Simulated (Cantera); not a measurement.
**SiH4 + CO2 + N2 (silicon oxide and oxynitride deposition)**

Charge: 1 mol SiH4, 0.6 mol CO2, 1.2 mol N2, equilibrated at 750 Torr.

These are equilibrium values from Cantera (NASA tables, ideal gas, pure condensed phases), not measurements of a reactor. Candidate condensed phases: C, C6H6, C7H8, C8H18, H2O, Si, SiC, SiO2, Si2N2O, Si3N4; 151 gas species. N2 is the only nitrogen source here; it is nearly inert below about 1500 K, so the nitride shown seldom forms there in practice. Mutual solubility and eutectic melting of coexisting phases are not modelled. The tables hold silica as quartz up to 1696 K and as liquid above; real silica turns to tridymite and cristobalite and melts near 1996 K. Equilibrium is a limit: real reactors are often held back by kinetics, nucleation or transport.

```tsv
T (K)	x H2	x N2	x CH4	x CO	x NH3	n SiO2(α-quartz)	n Si2N2O(s)	n C(graphite)	n SiO2(β-quartz)	n SiO2(condensed)
525	0.319	0.398	0.262	<1e-12	0.0203	0.467	0.267	0	0	0
675	0.341	0.400	0.258	1.30e-9	0.00165	0.467	0.267	0	0	0
825	0.445	0.375	0.179	2.88e-6	0.000426	0.467	0.267	0.154	0	0
975	0.618	0.333	0.0480	0.000152	0.000194	0	0.267	0.465	0.466	0
1125	0.664	0.321	0.0127	0.00278	8.50e-5	0	0.269	0.555	0.461	0
1275	0.665	0.306	0.00410	0.0252	4.12e-5	0	0.292	0.513	0.416	0
1425	0.619	0.245	0.00144	0.134	1.89e-5	0	0.411	0.163	0.178	0
1575	0.599	0.220	0.000223	0.180	1.09e-5	0	0.467	0	0.0668	0
1725	0.599	0.220	3.88e-5	0.180	7.47e-6	0	0.466	0	0	0.0654
```
x: gas mole fraction; n: condensed amount in mol.

From 525 K to 675 K the condensed part is SiO2(α-quartz) + Si2N2O(s). At 825 K the condensed part is C(graphite) + SiO2(α-quartz) + Si2N2O(s). From 975 K to 1425 K the condensed part is C(graphite) + SiO2(β-quartz) + Si2N2O(s). At 1575 K the condensed part is SiO2(β-quartz) + Si2N2O(s). At 1725 K the condensed part is SiO2(condensed) + Si2N2O(s).
